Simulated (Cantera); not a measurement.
Charge: 1 mol AlBr₃, 0.7 mol N₂, 1.2 mol H₂, at 0.270 bar.

Cantera equilibrium calculation (NASA polynomials, part measured and part estimated; ideal gas, pure solids and liquids). Candidate condensed phases: Al, AlBr₃, AlN, Br₂; 19 gas species. Kinetics and transport are ignored.

Task: At 1500 K, list the 4 most abundant gas species with their mole fractions, and the condensed phases.

Result: H₂ 0.345, AlBr₃ 0.299, N₂ 0.219, HBr 0.136. Condensed: AlN(s).
